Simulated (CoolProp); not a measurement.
Properties of ethane along the isotherm 342.2 K (Tc = 305.3 K, pc = 4.872 MPa, ω = 0.099).

Computed with CoolProp (reference Helmholtz-energy equation of state, Bücker 2006).

```json
[
 {"p (MPa)": "0.0077", "phase": "gas", "density (kg/m³)": "0.08141", "viscosity (µPa s)": "10.6", "conductivity (mW/(m K))": "26.9", "fugacity coefficient": "0.9996"},
 {"p (MPa)": "0.0137", "phase": "gas", "density (kg/m³)": "0.1449", "viscosity (µPa s)": "10.6", "conductivity (mW/(m K))": "26.9", "fugacity coefficient": "0.9993"},
 {"p (MPa)": "0.0244", "phase": "gas", "density (kg/m³)": "0.2582", "viscosity (µPa s)": "10.6", "conductivity (mW/(m K))": "26.9", "fugacity coefficient": "0.9988"},
 {"p (MPa)": "0.0433", "phase": "gas", "density (kg/m³)": "0.4586", "viscosity (µPa s)": "10.6", "conductivity (mW/(m K))": "26.9", "fugacity coefficient": "0.9979"},
 {"p (MPa)": "0.077", "phase": "gas", "density (kg/m³)": "0.8168", "viscosity (µPa s)": "10.6", "conductivity (mW/(m K))": "27.0", "fugacity coefficient": "0.9963"},
 {"p (MPa)": "0.137", "phase": "gas", "density (kg/m³)": "1.458", "viscosity (µPa s)": "10.6", "conductivity (mW/(m K))": "27.0", "fugacity coefficient": "0.9934"},
 {"p (MPa)": "0.244", "phase": "gas", "density (kg/m³)": "2.610", "viscosity (µPa s)": "10.7", "conductivity (mW/(m K))": "27.1", "fugacity coefficient": "0.9882"},
 {"p (MPa)": "0.433", "phase": "gas", "density (kg/m³)": "4.675", "viscosity (µPa s)": "10.7", "conductivity (mW/(m K))": "27.2", "fugacity coefficient": "0.9791"},
 {"p (MPa)": "0.77", "phase": "gas", "density (kg/m³)": "___", "viscosity (µPa s)": "10.8", "conductivity (mW/(m K))": "27.5", "fugacity coefficient": "0.9630"},
 {"p (MPa)": "1.37", "phase": "gas", "density (kg/m³)": "15.55", "viscosity (µPa s)": "___", "conductivity (mW/(m K))": "___", "fugacity coefficient": "___"},
 {"p (MPa)": "2.44", "phase": "gas", "density (kg/m³)": "___", "viscosity (µPa s)": "11.4", "conductivity (mW/(m K))": "29.2", "fugacity coefficient": "0.8848"}
]
```

Complete the blanks.


- 0.77, density (kg/m³): 8.460
- 1.37, viscosity (µPa s): 11.0
- 1.37, conductivity (mW/(m K)): 28.0
- 1.37, fugacity coefficient: 0.9346
- 2.44, density (kg/m³): 29.54

Viscosity comes from a separate model (Friend 1991). Thermal conductivity comes from a separate model (Friend 1991).
